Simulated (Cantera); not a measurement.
Input (Python, Cantera):

```python
import numpy as np
import cantera as ct

gas = ct.Solution("gri30.yaml")
gas.TPX = 325, 150000, {'H2': 1, 'O2': 0.588, 'N2': 2.21}
inlet = ct.Reservoir(gas, clone=True)
gas.equilibrate("HP")  # start burning
reactor = ct.IdealGasConstPressureReactor(gas, energy="on", clone=False)
exhaust = ct.Reservoir(gas, clone=True)
tau = [0.49, 0.22, 0.098, 0.044, 0.02, 0.0088, 0.004, 0.0018, 0.0008, 0.00036, 0.00016, 7.2e-05][0]
for a, b in ((inlet, reactor), (reactor, exhaust)):
    ct.MassFlowController(a, b, mdot=lambda t: reactor.mass / tau)
net = ct.ReactorNet([reactor])
show = ['H2', 'O2', 'NO', 'H2O2', 'OH']

rows = []
print(f"{'tau/s':>10s}{'T/K':>9s}" + "".join(f"{s:>11s}" for s in show))
for tau in [0.49, 0.22, 0.098, 0.044, 0.02, 0.0088, 0.004, 0.0018, 0.0008, 0.00036, 0.00016, 7.2e-05]:
    net.initial_time = 0.0
    net.advance(30 * tau)
    before = gas.X
    net.advance(40 * tau)
    drift = np.max(np.abs(gas.X - before) / (gas.X + 1e-9))
    rows.append([gas.T, *gas[show].X, drift])
    print(f"{tau:10.3e}{gas.T:9.1f}" + "".join(f"{x:11.3e}" for x in gas[show].X))
```

Output:

```
     tau/s      T/K         H2         O2         NO       H2O2         OH
 4.900e-01   2259.2  2.605e-03  2.438e-02  3.800e-03  2.267e-07  5.775e-03
 2.200e-01   2259.7  2.657e-03  2.468e-02  3.189e-03  2.292e-07  5.863e-03
 9.800e-02   2259.9  2.770e-03  2.512e-02  2.328e-03  2.333e-07  6.022e-03
 4.400e-02   2258.5  3.009e-03  2.558e-02  1.468e-03  2.388e-07  6.292e-03
 2.000e-02   2253.6  3.495e-03  2.598e-02  8.547e-04  2.472e-07  6.749e-03
 8.800e-03   2241.5  4.504e-03  2.640e-02  4.838e-04  2.641e-07  7.566e-03
 4.000e-03   2219.5  6.262e-03  2.697e-02  2.868e-04  2.971e-07  8.770e-03
 1.800e-03   2182.3  9.109e-03  2.792e-02  1.692e-04  3.571e-07  1.034e-02
 8.000e-04   2124.5  1.321e-02  2.945e-02  9.966e-05  4.562e-07  1.203e-02
 3.600e-04   2044.4  1.827e-02  3.165e-02  6.505e-05  6.157e-07  1.340e-02
 1.600e-04   1937.5  2.406e-02  3.465e-02  4.942e-05  9.135e-07  1.401e-02
 7.200e-05   1807.7  3.013e-02  3.855e-02  3.935e-05  1.535e-06  1.347e-02
```

Detailed kinetics in Cantera: GRI-Mech 3.0 (53 species, 325 reactions).
